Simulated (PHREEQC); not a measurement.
Consider water at 25 °C with 0.037 mol/kgw NiSO4, 0.0011 mol/kgw ZnCl2, 0.0021 mol/kgw NaHCO3 and 0.006 mol/kgw NaCl. Closed to the air; pH follows from the charge balance.

Model: ion-association model, wateq4f.dat, run in PHREEQC.

This is a speciation only: nothing precipitates in the calculation.

Problem. Estimate the pH, ionic strength.

Solution. pH 5.95; ionic strength 0.0998 mol/kgw.

Problem. In which forms is Na present?

Solution. Na+ 96 %, NaSO4- 4.0 % of the Na.
